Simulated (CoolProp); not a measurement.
Octamethylcyclotetrasiloxane (D4) along the isotherm 346.85 °C: density (kg/m³) from the reference equation and from simpler models built on Tc = 313.4 °C, pc = 1347 kPa, ω = 0.598; each cubic takes its own stable root.

Values from CoolProp's reference Helmholtz-energy equation of state, Thol 2015.

| p (kPa) | phase | reference |
|---|---|---|
| 42.6 | gas | 2.474 |
| 71.9 | gas | 4.201 |
| 121 | gas | 7.147 |
| 205 | gas | 12.34 |
| 346 | gas | 21.55 |
| 583 | gas | 38.70 |
| 984 | gas | 74.52 |
| 1660 | supercritical | 180.2 |
| 2800 | supercritical | 443.4 |
| 4730 | supercritical | 534.5 |
| 7980 | supercritical | 593.9 |
| 13500 | supercritical | 646.2 |

Task: How far does each simpler model (ideal gas, van der Waals, Redlich-Kwong, Peng-Robinson) lie from the reference over these 12 states: mean and median of the absolute difference, and the worst?

Result: 
- ideal gas: mean 21.4 %, median 16.8 %, worst -63.7 % at 346.85 °C and 2800 kPa
- van der Waals: mean 9.8 %, median 1.0 %, worst -24.1 % at 346.85 °C and 13500 kPa
- Redlich-Kwong: mean 2.8 %, median 0.7 %, worst +12.2 % at 346.85 °C and 1660 kPa
- Peng-Robinson: mean 2.0 %, median 0.7 %, worst -8.0 % at 346.85 °C and 2800 kPa
